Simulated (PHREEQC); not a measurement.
Consider water at 44 °C with 0.22 mol CdCl2, 0.00096 mol NaCl and 0.00017 mol FeSO4 per kg of water. Closed to the air; pH follows from the charge balance.

Computed with PHREEQC (ion-association model, phreeqc.dat).

This is a speciation only: nothing precipitates in the calculation.

Order these Fe species by the share of Fe that they hold, largest first: FeSO4, Fe+2, FeCl+.

Fe+2 (93 %), FeCl+ (6.8 %), FeSO4 (0.19 %)

Order these S species by the share of S that they hold, largest first: CdSO4, FeSO4, SO4-2.

SO4-2 (60 %), CdSO4 (39 %), FeSO4 (0.19 %)

The pH is 5.16 and the ionic strength 0.214 mol/kgw. At this temperature some constants are extrapolated from 25 °C, and those without enthalpy data are left unchanged.
